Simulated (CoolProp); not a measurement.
R1336mzz(E) at several states: density (kg/m³) from the reference equation and from simpler models built on Tc = 403.5 K, pc = 2779 kPa, ω = 0.413; each cubic takes its own stable root.

The numbers come from the reference Helmholtz-energy equation of state, Akasaka 2023 in CoolProp.

| T (K) | p (kPa) | phase | reference |
|---|---|---|---|
| 390.7 | 320 | gas | 16.98 |
| 387.6 | 180 | gas | 9.421 |
| 404.4 | 209 | gas | 10.48 |
| 246.6 | 5700 | liquid | 1478 |
| 355.3 | 794 | gas | 54.36 |
| 349.4 | 2610 | liquid | 1159 |

### Question
How far does each simpler model (van der Waals, Redlich-Kwong, Soave-Redlich-Kwong, Peng-Robinson) lie from the reference over these 6 states: mean and median of the absolute difference, and the worst?

### Answer
- van der Waals: mean 15.3 %, median 3.9 %, worst -41.7 % at 349.4 K and 2610 kPa
- Redlich-Kwong: mean 6.7 %, median 2.0 %, worst -20.4 % at 349.4 K and 2610 kPa
- Soave-Redlich-Kwong: mean 4.8 %, median 1.0 %, worst -14.8 % at 349.4 K and 2610 kPa
- Peng-Robinson: mean 0.8 %, median 0.2 %, worst -3.6 % at 349.4 K and 2610 kPa
